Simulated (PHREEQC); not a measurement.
**Acid rinse or clean (model solution)**

Consider water at 25 °C with 0.078 mol/kgw HCl, 0.0006 mol/kgw ZnSO4 and 0.016 mol/kgw CuCl2. Closed to the air; pH follows from the charge balance.

Equilibrium calculation in PHREEQC: ion-association model, phreeqc.dat.

| Item | Value |
|---|---|
| pH | 1.20 |
| ionic strength | 0.124 mol/kgw |
| specific conductance | 30200 µS/cm |
| density | 1.000 g/cm³ |
| total alkalinity | -78.0 meq/kg |

```csv
species,molality,activity,log γ
Cl-,0.108,0.0813,-0.124
H+,0.0776,0.0634,-0.088
Cu+2,0.0143,0.00540,-0.424
CuCl+,0.00157,0.00118,-0.123
Zn+2,0.000539,0.000189,-0.455
HSO4-,0.000400,0.000308,-0.114
SO4-2,0.000144,5.00e-5,-0.460
ZnCl+,5.49e-5,4.14e-5,-0.123
CuSO4,5.35e-5,5.51e-5,0.012
CuCl2,5.01e-5,5.16e-5,0.012
ZnCl2,3.42e-6,3.52e-6,0.012
ZnSO4,2.15e-6,2.21e-6,0.012
ZnCl3-,4.26e-7,3.21e-7,-0.123
```

Precipitation was switched off in this run. Complexes and solids missing from the database can't appear.
